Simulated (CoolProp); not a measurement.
Values from CoolProp's reference Helmholtz-energy equation of state, Lemmon 2000. It is a pseudo-pure fit of the blend.

Task: For dry air, give the phase and the Z, Joule-Thomson coefficient (K/MPa) at 481.5 K and 11.6 MPa.

Result: 
- 481.5 K and 11.6 MPa: supercritical; Z 1.04, Joule-Thomson coefficient 0.286
